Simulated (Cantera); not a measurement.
A perfectly stirred reactor is fed with CH₄ : CO₂ = 1 : 0.47 (molar parts), at 4.93 atm; it is held at 1923 K, and followed from long to short residence time.

Detailed kinetics in Cantera: GRI-Mech 3.0 (53 species, 325 reactions). GRI-Mech 3.0 stops at C3 and has no aromatics, soot or wall deposition, so with more carbon than oxygen in the feed, carbon stays in small species such as C2H2 where larger ones or solid carbon would form.

Problem. What does this change do: pressure from 4.93 atm to 0.987 atm?

Solution. 
```json
[
 {"quantity": "x(CH₄) at τ = 1.90 s", "before": "0.0161", "after": "0.00664"},
 {"quantity": "x(CO₂) at τ = 1.90 s", "before": "0.000377", "after": "0.000737"},
 {"quantity": "x(CH₂CO) at τ = 1.90 s", "before": "3.08e-6", "after": "2.69e-6"},
 {"quantity": "x(CH₃) at τ = 1.90 s", "before": "0.000179", "after": "0.000164"},
 {"quantity": "x(C₂H₄) at τ = 1.90 s", "before": "0.00249", "after": "0.000553"},
 {"quantity": "x(CH₄) at τ = 36.0 ms", "before": "0.0350", "after": "0.0362"},
 {"quantity": "x(CO₂) at τ = 36.0 ms", "before": "0.0102", "after": "0.0161"},
 {"quantity": "x(CH₂CO) at τ = 36.0 ms", "before": "2.73e-5", "after": "4.82e-5"},
 {"quantity": "x(CH₃) at τ = 36.0 ms", "before": "0.000408", "after": "0.000929"},
 {"quantity": "x(C₂H₄) at τ = 36.0 ms", "before": "0.00313", "after": "0.000903"}
]
```

Problem. What does this change do: temperature 1923 to 1400 K?

Solution. 
| quantity | before | after |
|---|---|---|
| x(CH₄) at τ = 1.90 s | 0.0161 | 0.384 |
| x(CO₂) at τ = 1.90 s | 0.000377 | 0.173 |
| x(CH₂CO) at τ = 1.90 s | 3.08e-6 | 7.68e-6 |
| x(CH₃) at τ = 1.90 s | 0.000179 | 2.88e-5 |
| x(C₂H₄) at τ = 1.90 s | 0.00249 | 0.0372 |
| x(CH₄) at τ = 36.0 ms | 0.0350 | 0.666 |
| x(CO₂) at τ = 36.0 ms | 0.0102 | 0.318 |
| x(CH₂CO) at τ = 36.0 ms | 2.73e-5 | 7.64e-9 |
| x(CH₃) at τ = 36.0 ms | 0.000408 | 3.89e-5 |
| x(C₂H₄) at τ = 36.0 ms | 0.00313 | 0.00280 |
